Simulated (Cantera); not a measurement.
Feed: 1 mol C3H8, 0.54 mol NH3, 0.15 mol N2, equilibrated at 1.00 bar.

Equilibrium computed with Cantera from the NASA thermochemical tables; the gas is ideal and each condensed phase is pure. Candidate condensed phases: C, C6H6, C7H8, C8H18; 92 gas species. Rates play no part.

Question: What share of the C ends up in condensed phases as a function of T (°C), at 1325, 1425, 1525, 1625, 1725, 1825, 1925, 2025, 2125, 2225?

Answer: 
| T (°C) | C condensed (%) | as |
|---|---|---|
| 1325 | 99.7 | C(graphite) |
| 1425 | 99.6 | C(graphite) |
| 1525 | 99.5 | C(graphite) |
| 1625 | 99.3 | C(graphite) |
| 1725 | 99.0 | C(graphite) |
| 1825 | 98.4 | C(graphite) |
| 1925 | 97.7 | C(graphite) |
| 2025 | 96.6 | C(graphite) |
| 2125 | 95.1 | C(graphite) |
| 2225 | 93.2 | C(graphite) |
